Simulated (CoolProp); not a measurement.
Vapour-liquid equilibrium of R22 (1) + R142b (2) at 25.35 °C; x and y are mole fractions of (1).

Values from CoolProp's multi-fluid Helmholtz-energy mixture model, Kamei 1995 and Lemmon 2006; pair parameters Bell 2016.

Question: Give the bubble pressure and the first vapour's composition at x = 0.15, 0.55, 0.75. Is there an azeotrope?

Answer: x = 0.15: 0.4362 MPa, y = 0.314; x = 0.55: 0.6985 MPa, y = 0.756; x = 0.75: 0.8482 MPa, y = 0.886. No azeotrope shows between x = 0.05 and 0.95.

The pair parameters rest on a limited set of measurements; away from them the model extrapolates.
